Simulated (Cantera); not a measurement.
Feed: 1 mol SiHCl3, 37 mol N2, 0.4 mol H2, equilibrated at 1002 °C and 1.33 mbar.

Cantera equilibrium calculation (NASA polynomials, part measured and part estimated; ideal gas, pure solids and liquids). Candidate condensed phases: NH4Cl, Si, Si3N4; 28 gas species. N2 is the only nitrogen source here; it is nearly inert below about 1500 K, so the nitride shown seldom forms there in practice. The tables' values for SiCl3 are old estimates; treat these amounts as uncertain. Kinetics and transport are ignored.

Base state: N2 0.944, HCl 0.0407, SiCl2 0.00520, SiCl4 0.00503, H2 0.00284, SiCl3 0.00201, SiHCl3 1.42e-5, Cl 1.31e-5 (mole fractions); condensed: Si3N4(s).

**Question.** What changes in the equilibrium state with this change: temperature from 1002 °C to 1275 °C?

**Answer.** 
```
species         before     after
-------------  -------  --------
N2               0.944     0.939
SiCl2          0.00520    0.0249
HCl             0.0407    0.0248
H2             0.00284    0.0104
SiCl           9.62e-9   1.32e-5
SiCl4          0.00503   1.87e-5
H              1.08e-6   8.62e-5
SiHCl3         1.42e-5   9.60e-7
Cl             1.31e-5  0.000164
Si3N4(s), mol    0.175         0
```
The tables' values for SiCl3, SiCl are old estimates; treat these amounts as uncertain.
